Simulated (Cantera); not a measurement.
Input: 1 mol MgCl₂, 1.2 mol HCl, 31 mol N₂, at 0.830 Pa.

These are equilibrium values from Cantera (NASA tables, ideal gas, pure condensed phases), not measurements of a reactor. Candidate condensed phases: Mg, MgCl₂, NH₄Cl; 18 gas species. Equilibrium is a limit: real reactors are often held back by kinetics, nucleation or transport.

Q: Which condensed phases are stable at each of these points (T (K)): 798, 848, 898, 948, 998, 1048, 1098, 1148, 1198, 1248, 1298, 1348, 1398, 1448?

A: 
```json
[
 {"T (K)": "798", "condensed phases": "MgCl₂(s)", "Mg condensed (%)": "42.5"},
 {"T (K)": "848", "condensed phases": "gas only", "Mg condensed (%)": "0.0"},
 {"T (K)": "898", "condensed phases": "gas only", "Mg condensed (%)": "0.0"},
 {"T (K)": "948", "condensed phases": "gas only", "Mg condensed (%)": "0.0"},
 {"T (K)": "998", "condensed phases": "gas only", "Mg condensed (%)": "0.0"},
 {"T (K)": "1048", "condensed phases": "gas only", "Mg condensed (%)": "0.0"},
 {"T (K)": "1098", "condensed phases": "gas only", "Mg condensed (%)": "0.0"},
 {"T (K)": "1148", "condensed phases": "gas only", "Mg condensed (%)": "0.0"},
 {"T (K)": "1198", "condensed phases": "gas only", "Mg condensed (%)": "0.0"},
 {"T (K)": "1248", "condensed phases": "gas only", "Mg condensed (%)": "0.0"},
 {"T (K)": "1298", "condensed phases": "gas only", "Mg condensed (%)": "0.0"},
 {"T (K)": "1348", "condensed phases": "gas only", "Mg condensed (%)": "0.0"},
 {"T (K)": "1398", "condensed phases": "gas only", "Mg condensed (%)": "0.0"},
 {"T (K)": "1448", "condensed phases": "gas only", "Mg condensed (%)": "0.0"}
]
```

At 798 K the condensed part is MgCl₂(s). From 848 K to 1448 K nothing is condensed.
